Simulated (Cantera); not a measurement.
An isothermal, constant-pressure homogeneous reactor starts with 9.19 % CH4, 90.0 % H2, 0.790 % N2, at 1725 K and 0.0267 bar.

Computed with Cantera and GRI-Mech 3.0 (53 species, 325 reactions). GRI-Mech 3.0 stops at C3 and has no aromatics, soot or wall deposition, so with more carbon than oxygen in the feed, carbon stays in small species such as C2H2 where larger ones or solid carbon would form. Radical loss at walls, strong at low pressure, is not modelled.

One state of this run: x CH4 = 0.0862; x H2 = 0.902; x C2H = 6.94e-9; x H = 0.000701; x C2H4 = 0.000515. x: mole fraction; the columns are a selection and need not sum to one.

Q: Which value of t (s) does it belong to?
(A) 4.37e-5
(B) 0.0978
(C) 0.00447
(D) 0.0209

A: D, 0.0209
